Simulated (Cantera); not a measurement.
Mixture: CO : H2 : O2 : N2 = 1 : 0.19 : 1.42 : 7.65 (molar parts), equivalence ratio 0.42, at 15.0 bar, adiabatic and at constant volume. Ignition delay is the time to a rise of 400 K.

Computed with Cantera and GRI-Mech 3.0 (53 species, 325 reactions). The hydrogen kinetics of GRI-Mech 3.0 are dated; newer H2 mechanisms differ, most at raised pressure. The pressure lies above the range GRI-Mech 3.0 was tuned for (to about 10 atm). Where the delays flatten at high temperature, the 400 K rule measures the pace of heat release, not the induction time.

Problem. Predict: delay at 1175 K; delay at 1325 K; delay at 1475 K; delay at 1625 K; delay at 1775 K.

Solution. 
- delay at 1175 K = 0.202 ms
- delay at 1325 K = 18.0 µs
- delay at 1475 K = 7.01 µs
- delay at 1625 K = 4.61 µs
- delay at 1775 K = 3.71 µs
